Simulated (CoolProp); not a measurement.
A single-stage vapour-compression cycle with propane: evaporating at 215.15 K (dew point), condensing at 274.15 K (bubble point), superheat 0 K, subcooling 2 K, compressor efficiency 0.9, no pressure losses. Each further row changes one setting.

Model: reference Helmholtz-energy equation of state, Lemmon 2009, in CoolProp.

```tsv
case	cooling COP	pressure ratio	discharge temperature (K)	refrigerating effect (kJ/kg)	volumetric capacity (kJ/m³)
as stated	2.61	10.3	302.0	309	369
evaporating temperature 220.15 K	2.99	8.02	298.2	315	476
condensing temperature 269.15 K	…	…	…	322	384
subcooling 7 K	2.72	10.3	302.0	322	384
superheat 10 K	2.61	10.3	312.6	323	…
compressor efficiency 0.8	2.32	10.3	310.1	309	369
```

Q: Some entries are withheld; supply them.

A: 
- condensing temperature 269.15 K, cooling COP: 2.93
- condensing temperature 269.15 K, pressure ratio: 8.84
- condensing temperature 269.15 K, discharge temperature (K): 295.8
- superheat 10 K, volumetric capacity (kJ/m³): 368
